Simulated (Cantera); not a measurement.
An adiabatic, constant-pressure homogeneous reactor starts with 5.71 % CH₄, 1.09 % CO, 12.6 % O₂, 80.6 % N₂, at 1698 K and 10.0 bar.

Detailed kinetics in Cantera: GRI-Mech 3.0 (53 species, 325 reactions).

Q: Predict: time of steepest temperature rise; temperature at 2.00 s; equilibrium temperature; x(CO) at 2.00 s; x(O₂) at 2.00 s; x(N₂O) at 2.00 s; x(H₂O₂) at 2.00 s.

A: 
```
Quantity                                                            Result
---------------------------------  ---------------------------------------
time of steepest temperature rise                                  52.5 µs
temperature at 2.00 s                                               2722 K
equilibrium temperature                                             2722 K
x(CO) at 2.00 s                      0.0165 (gas-phase equilibrium 0.0165)
x(O₂) at 2.00 s                      0.0112 (gas-phase equilibrium 0.0112)
x(N₂O) at 2.00 s                   1.36e-6 (gas-phase equilibrium 1.36e-6)
x(H₂O₂) at 2.00 s                  3.80e-7 (gas-phase equilibrium 3.80e-7)
```
